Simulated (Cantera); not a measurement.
Feed: 1 mol CH₃Cl, 1.4 mol H₂, at 1125 K and 0.430 bar.

Method: chemical equilibrium by Gibbs-energy minimisation in Cantera with the NASA 1993 tables (ideal gas, pure condensed phases). Candidate condensed phases: C, C₆H₆, C₇H₈, C₈H₁₈; 91 gas species. Equilibrium is a limit: real reactors are often held back by kinetics, nucleation or transport.

Base state: H₂ 0.698, HCl 0.296, CH₄ 0.00605 (mole fractions); condensed: C(graphite).

Q: What changes in the equilibrium state with this change: temperature from 1125 K to 1650 K?

A: 
| species | before | after |
|---|---|---|
| H₂ | 0.698 | 0.705 |
| HCl | 0.296 | 0.294 |
| CH₄ | 0.00605 | 0.000284 |
| H | 5.66e-8 | 0.000116 |
| C₂H₂ (acetylene) | 1.60e-8 | 3.22e-5 |
| C(graphite), mol | 0.980 | 0.999 |
